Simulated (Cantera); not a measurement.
Gas mixture: 76.2 % N₂, 23.8 % O₂, at 0.00109 atm, frozen composition.

Cantera's kinetic-theory transport with the Lennard-Jones parameters of GRI-Mech 3.0, ideal gas; thermal conductivity in the multicomponent form.

One state of this run: ρ (kg/m³) = 0.000697; cp (J/kg/K) = 1045; μ (µPa s) = 28.9; λ (mW/m/K) = 42.6; Pr = 0.709; D (cm²/s) NO = 538; D (cm²/s) H₂ = 2010; D (cm²/s) NH₃ = 634. D: mixture-averaged diffusion coefficient of that species in the mixture.

Question: Which value of T (K) does it belong to?
A. 550
B. 1000
C. 1300
D. 850

Answer: A, 550
